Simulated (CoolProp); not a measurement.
A simple Rankine cycle with R1233zd(E): condensing at 318.15 K, boiler at 1.72 MPa, turbine inlet 399.7 K, turbine efficiency 0.6, pump efficiency 0.6, no recuperator. Each further row changes one setting.

The numbers come from the reference Helmholtz-energy equation of state, Akasaka 2022 in CoolProp.

| case | thermal efficiency (%) | net work (kJ/kg) | heat in (kJ/kg) | turbine exit temperature (K) | volume ratio over the turbine |
|---|---|---|---|---|---|
| as stated | 8.9 | 20.2 | 227 | 348.1 | 8.07 |
| turbine inlet 419.7 K | 9.0 | 22.6 | 251 | 372.0 | 7.57 |
| condensing temperature 310.15 K | 9.8 | 23.2 | 237 | 343.6 | 10.4 |
| boiler pressure 1.2 MPa | 7.7 | 18.4 | 239 | 363.3 | 5.07 |
| turbine efficiency 0.5 | 7.3 | 16.5 | 227 | 352.3 | 8.19 |
